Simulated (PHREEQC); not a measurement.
A solution holds 0.0014 mol LiOH, 0.00037 mol Na2SiO3 and 0.00034 mol K2CO3 per kg of water, at 25 °C. Closed to the air; pH follows from the charge balance.

All values are PHREEQC results (ion-association model, phreeqc.dat), not measurements.

```
quantity                   before    after
------------------------  -------  -------
pH                          11.23    10.06
ionic strength (mol/kgw)  0.00313  0.00298
```

Q: Which change was made?
A) K2CO3 left out
B) temperature from 25 to 70 °C
C) diluted 100-fold with water
D) Na2SiO3 from 0.00037 to 0.000333 mol/kgw
E) LiOH replaced by Li2CO3 at the same molality

A: B, temperature from 25 to 70 °C

This is a speciation only: nothing precipitates in the calculation. Away from 25 °C the constants follow the database's enthalpies or fits; those with neither stay at their 25 °C values.
